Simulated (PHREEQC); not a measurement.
A PHREEQC input (ion-association model, phreeqc.dat):

```
SOLUTION 1
  temp 25
  units mg/L
  pH 6.82
  pe 9.2
  Na 0.026
  K 0.0497
  Ca 0.225
  Mg 0.11
  Cl 0.383
  S(6) 0.42 as SO4
  Alkalinity 0.17 as HCO3
  Sr 0.00749
  Br 0.00019
END
USE solution 1
EQUILIBRIUM_PHASES 1
  Quart 0 0.5
  CO2(g) -2 10
END
```

It stops with these messages:

```
ERROR: Phase not found in database, Quart.
ERROR: Calculations terminating due to input errors.
```

The fault: the phase Quartz misspelt. The line should read `Quartz` where the input has `Quart`. With the mend the run ends at pH 4.96 and ionic strength 4.82e-5 mol/kgw.
